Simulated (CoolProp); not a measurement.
Properties of p-xylene along the isotherm 503 K.

Values from CoolProp's reference Helmholtz-energy equation of state, Zhou 2012.

```tsv
p (MPa)	phase	Z	Prandtl number
0.0558	gas	0.9881	0.680
0.0902	gas	0.9807	0.682
0.146	gas	0.9684	0.686
0.235	gas	0.9483	0.694
0.38	gas	0.9136	0.708
0.615	gas	0.8512	0.739
0.993	liquid	0.03872	3.44
1.6	liquid	0.06216	3.45
2.59	liquid	0.1000	3.48
4.19	liquid	0.1604	3.52
6.76	liquid	0.2556	3.59
10.9	liquid	0.4052	3.69
17.7	liquid	0.6431	3.84
```

Viscosity comes from a separate model (Balogun 2015). Thermal conductivity comes from a separate model (Mylona 2014).
